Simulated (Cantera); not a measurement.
Feed: 1 mol SiCl4, 25 mol NH3, held at 1848.15 K and 290 Pa.

Equilibrium computed with Cantera from the NASA thermochemical tables; the gas is ideal and each condensed phase is pure. Candidate condensed phases: NH4Cl, Si, Si3N4; 28 gas species. The tables' values for SiCl, SiN, SiCl3 are old estimates; treat these amounts as uncertain. Gases not in the tables: Si2H6 and higher silanes. The numbers say what is thermodynamically allowed, not how fast it happens.

Base state: H2 0.686, N2 0.239, HCl 0.0523, SiCl2 0.0115, H 0.00816, Si 0.00217, SiCl 0.000483, Cl 0.000473 (mole fractions); condensed: Si(l).

Task: What changes in the equilibrium state with this change: NH3 from 25 to 6.3 mol?

Result: 
```tsv
species	before	after
H2	0.686	0.570
N2	0.239	0.214
HCl	0.0523	0.139
SiCl2	0.0115	0.0653
SiCl3	1.61e-5	0.000265
Cl	0.000473	0.00138
Si(l), mol	0.242	0
```
The tables' values for SiCl, SiCl3, SiN are old estimates; treat these amounts as uncertain.

Task: What changes in the equilibrium state with this change: NH3 from 25 to 1.3 mol?

Result: 
```
species      before     after
----------  -------  --------
HCl          0.0523     0.423
SiCl2        0.0115     0.211
H2            0.686     0.209
N2            0.239     0.141
SiCl4       3.33e-8  0.000131
SiCl3       1.61e-5   0.00432
Si2N        3.36e-5   1.88e-7
SiHCl3      1.23e-7   1.82e-5
Si(l), mol    0.242         0
```
The tables' values for SiCl3, SiCl are old estimates; treat these amounts as uncertain.

Task: What changes in the equilibrium state with this change: temperature from 1848.15 K to 900 K?

Result: 
```tsv
species	before	after
H2	0.686	0.692
N2	0.239	0.231
HCl	0.0523	0.0779
SiCl2	0.0115	3.60e-9
SiCl4	3.33e-8	1.38e-5
H	0.00816	1.81e-9
Si	0.00217	<1e-9
SiCl	0.000483	<1e-9
Cl	0.000473	<1e-9
Si(l), mol	0.242	0
Si3N4(s), mol	0	0.333
```
